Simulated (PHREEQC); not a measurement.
Brine: speciation

Dissolve 2.1 mol MgCl2, 0.41 mol Na2SO4 and 3.4 mol NaCl per kg of water at 75 °C. It is in equilibrium with CO2 at log p = -1 (atm). Otherwise closed; pH follows from the charge balance.

All values are PHREEQC results (Pitzer model, pitzer.dat), not measurements.

| Quantity | Value |
|---|---|
| pH | 3.86 |
| ionic strength | 10.9 mol/kgw |
| activity of water | 0.651 |
| density | 1.247 g/cm³ |
| osmotic coefficient | 1.665 |

| species | molality | activity | log γ |
|---|---|---|---|
| Cl- | 7.60 | 5.36 | -0.152 |
| Na+ | 4.22 | 13.5 | 0.504 |
| Mg+2 | 2.10 | 26.5 | 1.100 |
| SO4-2 | 0.410 | 0.000624 | -2.818 |
| CO2 | 0.000315 | 0.00134 | 0.628 |
| HSO4- | 5.27e-5 | 3.63e-5 | -0.162 |
| HCO3- | 4.61e-5 | 3.10e-6 | -1.173 |
| MgOH+ | 1.44e-5 | 8.18e-6 | -0.247 |
| H+ | 8.04e-6 | 0.000137 | 1.232 |
| MgCO3 | 7.92e-8 | 7.92e-8 | 0.000 |
| OH- | 1.82e-8 | 9.73e-10 | -1.272 |
| CO3-2 | 4.58e-9 | 1.65e-12 | -3.443 |

Precipitation was switched off in this run. Saturation is exceeded, for instance for Halite; the values hold only as long as no solid forms. Species that the database lacks are ignored. In brines, pH and single-ion activities rest on the MacInnes convention. Constants without temperature data keep their 25 °C values here.
